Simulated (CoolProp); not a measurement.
Model: reference Helmholtz-energy equation of state, Guder 2009, in CoolProp.

Task: Give the vapour pressure (MPa), enthalpy of vaporisation (kJ/kg), vapour Z, liquid conductivity (mW/(m K)) of saturated sulfur hexafluoride at 242.2, 245.6 K.

Result: 
| T (K) | p (MPa) | enthalpy of vaporisation (kJ/kg) | vapour Z | liquid conductivity (mW/(m K)) |
|---|---|---|---|---|
| 242.2 | 0.476 | 102 | 0.883 | 71.4 |
| 245.6 | 0.536 | 101 | 0.873 | 70.4 |

Thermal conductivity comes from a separate model (Assael 2012).
